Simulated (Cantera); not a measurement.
Feed: 1 mol SiC, 0.084 mol N₂O, 4.1 mol H₂, 0.7 mol H₂O, equilibrated at 390 Pa.

Method: chemical equilibrium by Gibbs-energy minimisation in Cantera with the NASA 1993 tables (ideal gas, pure condensed phases). Candidate condensed phases: C, C₆H₆, C₇H₈, C₈H₁₈, H₂O, Si, SiC, SiO₂, Si₂N₂O, Si₃N₄; 151 gas species. Mutual solubility and eutectic melting of coexisting phases are not modelled. The tables hold silica as quartz up to 1696 K and as liquid above; real silica turns to tridymite and cristobalite and melts near 1996 K. Gases not in the tables: Si₂H₆ and higher silanes. Rates play no part.

What share of the Si ends up in condensed phases as a function of T (K), at 1125, 1225, 1325, 1425, 1525, 1625, 1725, 1825?


```csv
T (K),Si condensed (%),as
1125,100.0,SiC(s) + SiO₂(β-quartz) + Si₂N₂O(s)
1225,100.0,SiC(s) + SiO₂(β-quartz) + Si₂N₂O(s)
1325,99.8,SiC(s) + SiO₂(β-quartz) + Si₂N₂O(s)
1425,96.6,SiC(s) + SiO₂(β-quartz) + Si₂N₂O(s)
1525,72.4,SiC(s) + Si₂N₂O(s)
1625,60.8,SiC(s)
1725,60.8,SiC(s)
1825,60.7,SiC(s)
```
